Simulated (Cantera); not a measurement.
Feed: 1 mol Si, 0.089 mol H2O, 250 mol N2, 0.012 mol O2, equilibrated at 1725 °C and 0.0133 bar.

These are equilibrium values from Cantera (NASA tables, ideal gas, pure condensed phases), not measurements of a reactor. Candidate condensed phases: H2O, Si, SiO2, Si2N2O, Si3N4; 35 gas species. The tables' values for SiN are old estimates; treat these amounts as uncertain. Kinetics and transport are ignored.

Base state: N2 0.996, Si 0.00311, SiO 0.000450, H2 0.000244, H 0.000217, Si2N 0.000120, SiN 9.38e-5, Si2 3.13e-5 (mole fractions); condensed: gas only.

**Question.** What changes in the equilibrium state with this change: pressure from 0.0133 bar to 1 atm?

**Answer.** 
| species | before | after |
|---|---|---|
| N2 | 0.996 | 0.999 |
| SiO | 0.000450 | 0.000453 |
| H2 | 0.000244 | 0.000342 |
| Si | 0.00311 | 1.23e-5 |
| H | 0.000217 | 2.95e-5 |
| Si2 | 3.13e-5 | 3.70e-8 |
| Si2N | 0.000120 | 1.24e-6 |
| SiN | 9.38e-5 | 3.23e-6 |
| Si3N4(s), mol | 0 | 0.294 |
